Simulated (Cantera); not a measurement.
Input: 1 mol HMDSO, 0.73 mol H2O, 41 mol N2, held at 79.0 mbar.

These are equilibrium values from Cantera (NASA tables, ideal gas, pure condensed phases), not measurements of a reactor. Candidate condensed phases: C, C6H6, C7H8, C8H18, H2O, Si, SiC, SiO2, Si2N2O, Si3N4; 151 gas species. The feed counts by its element totals alone. N2 is the only nitrogen source here; it is nearly inert below about 1500 K, so the nitride shown seldom forms there in practice. Rates play no part.

Which condensed phases are stable at each of these points (T (K)): 1123, 1223, 1323, 1423, 1523, 1623, 1723, 1823, 1923, 2023, 2123?


```csv
T (K),condensed phases,Si condensed (%)
1123,C(graphite) + Si2N2O(s),100.0
1223,C(graphite) + Si2N2O(s),100.0
1323,C(graphite) + Si2N2O(s),100.0
1423,C(graphite) + Si2N2O(s),100.0
1523,C(graphite) + Si2N2O(s),100.0
1623,C(graphite) + SiC(s),99.7
1723,C(graphite) + SiC(s),99.6
1823,C(graphite) + SiC(s),99.5
1923,C(graphite) + SiC(s),99.3
2023,C(graphite) + SiC(s),99.0
2123,C(graphite) + SiC(s),98.3
```

From 1123 K to 1523 K the condensed part is C(graphite) + Si2N2O(s). From 1623 K to 2123 K the condensed part is C(graphite) + SiC(s).
